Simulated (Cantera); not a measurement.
**Carbon deposition, reforming and gasification: C₂H₆ + H₂O**

Charge: 1 mol C₂H₆, 1.1 mol H₂O, held at 15.8 Torr.

Method: chemical equilibrium by Gibbs-energy minimisation in Cantera with the NASA 1993 tables (ideal gas, pure condensed phases). Candidate condensed phases: C, C₆H₆, C₇H₈, C₈H₁₈, H₂O; 110 gas species. The numbers say what is thermodynamically allowed, not how fast it happens.

| T (K) | x H₂ | x H | x CO | x C₂H₂ (acetylene) | x C₃ | x C₂H | x C | n C(graphite) |
|---|---|---|---|---|---|---|---|---|
| 1000 | 0.787 | 1.39e-8 | 0.210 | 8.98e-10 | <1e-12 | <1e-12 | <1e-12 | 0.903 |
| 1200 | 0.788 | 1.21e-6 | 0.211 | 8.09e-8 | <1e-12 | <1e-12 | <1e-12 | 0.899 |
| 1400 | 0.788 | 2.98e-5 | 0.212 | 1.99e-6 | <1e-12 | <1e-12 | <1e-12 | 0.900 |
| 1600 | 0.788 | 0.000333 | 0.212 | 2.17e-5 | <1e-12 | 3.08e-11 | <1e-12 | 0.900 |
| 1800 | 0.786 | 0.00219 | 0.211 | 0.000138 | 5.45e-12 | 3.37e-9 | 1.20e-11 | 0.899 |
| 2000 | 0.779 | 0.00990 | 0.210 | 0.000598 | 1.32e-9 | 1.42e-7 | 1.45e-9 | 0.894 |
| 2200 | 0.756 | 0.0338 | 0.208 | 0.00194 | 1.15e-7 | 3.00e-6 | 7.27e-8 | 0.879 |
| 2400 | 0.701 | 0.0919 | 0.202 | 0.00489 | 4.67e-6 | 3.69e-5 | 1.89e-6 | 0.846 |
| 2600 | 0.596 | 0.204 | 0.190 | 0.00966 | 0.000105 | 0.000292 | 2.97e-5 | 0.781 |
| 2800 | 0.437 | 0.373 | 0.171 | 0.0146 | 0.00150 | 0.00157 | 0.000314 | 0.654 |
| 3000 | 0.257 | 0.553 | 0.148 | 0.0160 | 0.0149 | 0.00591 | 0.00241 | 0.179 |
x: gas mole fraction; n: condensed amount in mol.

From 1000 K to 3000 K the condensed part is C(graphite). The main C-bearing gas is CO throughout. The share of C in condensed phases is highest at 1000 K (45.2 %) and lowest at 3000 K (8.9 %).
